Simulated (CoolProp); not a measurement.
Computed with CoolProp (reference Helmholtz-energy equation of state, Lemmon 2006). It is a short technical equation, of lower accuracy than the large ones.

**Question.** For CH3F (R41), give the phase and the density (kg/m³), cp (kJ/(kg K)), Joule-Thomson coefficient (K/MPa), isothermal compressibility (1/MPa) at 286.5 K and 1.29 MPa; 320.9 K and 1.29 MPa.

**Answer.** 
- 286.5 K and 1.29 MPa: gas; density 21.2, cp 1.45, Joule-Thomson coefficient 19.3, isothermal compressibility 0.905
- 320.9 K and 1.29 MPa: gas; density 18.0, cp 1.33, Joule-Thomson coefficient 14.2, isothermal compressibility 0.852
